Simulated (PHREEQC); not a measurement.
PHREEQC input (ion-association model, wateq4f.dat):

```
SOLUTION_MASTER_SPECIES
  An  An-  0  An  62.0  # stands for a non-complexing anion
SOLUTION_SPECIES
  An- = An-
    -log_k 0
    -gamma 3.0 0
PHASES
  Fix_H+
    H+ = H+
    -log_k 0
SOLUTION 1
  temp 25
  units mmol/kgw
  pH 7 charge
  Cl 0.0176
  Ca 0.0088
  Na 100
  An 100
END
SELECTED_OUTPUT 1
  -reset false
  -pH true
  -pe true
  -ionic_strength true
  -water true
  -totals Ca Cl Na
  -molalities Hfo_wOH Hfo_wOH2+ Hfo_wO- Hfo_sOH Hfo_sOH2+ Hfo_sO- Hfo_sOHCa+2 Hfo_wOCa+
  -saturation_indices Portlandite Halite
USER_PUNCH 1
  -headings sigma psi
  10 PUNCH EDL("sigma", "Hfo"), EDL("psi", "Hfo")
PRINT
  -reset false
USE solution 1
SURFACE 1
  Hfo_wOH 0.00404494 600 1.8
  Hfo_sOH 0.000101124
EQUILIBRIUM_PHASES 1
  Fix_H+ -3 HAn 10
    -force_equality true
  O2(g) -0.68 10
END
# ... the last block is repeated for the other 12 points of pH, with NaOH or the acid as the point needs
```

Selected output (columns that matter, 13 of 13 rows; pH added in front):

```
pH	mu	Ca	Na	m_Hfo_wOH	m_Hfo_wOH2+	m_Hfo_wO-	m_Hfo_sOH	m_Hfo_sOH2+	m_Hfo_sO-	m_Hfo_sOHCa+2	si_Portlandite	si_Halite	sigma	psi
3	0.10327	8.8e-06	0.1	7.6074e-05	0.0039688	3.3404e-08	1.9018e-06	9.9221e-05	8.3511e-10	4.3295e-12	-22.271	-7.5621	0.36346	0.15218
3.5	0.10237	8.8e-06	0.1	0.00021764	0.003827	2.8354e-07	5.441e-06	9.5676e-05	7.0885e-09	1.4106e-11	-21.27	-7.5615	0.35045	0.15054
4	0.10195	8.8e-06	0.1	0.00053321	0.0035099	1.8557e-06	1.333e-05	8.7747e-05	4.6393e-08	4.8487e-11	-20.269	-7.5611	0.32126	0.14621
4.5	0.10159	8.7998e-06	0.1	0.0010453	0.0029913	8.3677e-06	2.6132e-05	7.4783e-05	2.0919e-07	1.7982e-10	-19.269	-7.5609	0.27317	0.13803
5	0.10124	8.7993e-06	0.1	0.0016434	0.0023755	2.6043e-05	4.1084e-05	5.9388e-05	6.5108e-07	7.2203e-10	-18.268	-7.5606	0.21517	0.126
5.5	0.10092	8.7968e-06	0.1	0.0021855	0.0017986	6.0835e-05	5.4636e-05	4.4965e-05	1.5208e-06	3.1143e-09	-17.268	-7.5604	0.15915	0.11089
6	0.10065	8.7852e-06	0.1	0.0025952	0.0013341	0.00011565	6.487e-05	3.3349e-05	2.8907e-06	1.442e-08	-16.268	-7.5602	0.11159	0.093405
6.5	0.10044	8.7253e-06	0.1	0.0028614	0.000995	0.00018851	7.1485e-05	2.4857e-05	4.7095e-06	7.2249e-08	-15.271	-7.56	0.073869	0.073872
7	0.10028	8.3956e-06	0.1	0.0030106	0.0007618	0.00027255	7.4977e-05	1.8973e-05	6.7879e-06	3.863e-07	-14.287	-7.5599	0.044872	0.05246
7.5	0.10015	6.7982e-06	0.1	0.0030812	0.0006028	0.0003608	7.5596e-05	1.4789e-05	8.8522e-06	1.8859e-06	-13.379	-7.5598	0.022499	0.029492
8	0.10003	3.0634e-06	0.1	0.0031042	0.00048687	0.00045342	7.3535e-05	1.1533e-05	1.0741e-05	5.3145e-06	-12.725	-7.5597	0.0040468	0.0055928
8.5	0.1001	6.6662e-07	0.10017	0.0030934	0.00039287	0.00055796	7.1694e-05	9.1056e-06	1.2932e-05	7.3922e-06	-12.387	-7.559	-0.013705	-0.018565
9	0.10022	1.1317e-07	0.10041	0.0030442	0.00030599	0.00069379	7.0321e-05	7.0684e-06	1.6027e-05	7.7072e-06	-12.158	-7.5581	-0.033985	-0.042133
```

Complexes and solids missing from the database can't appear. The oxide is taken as insoluble; below pH 4 it would dissolve.
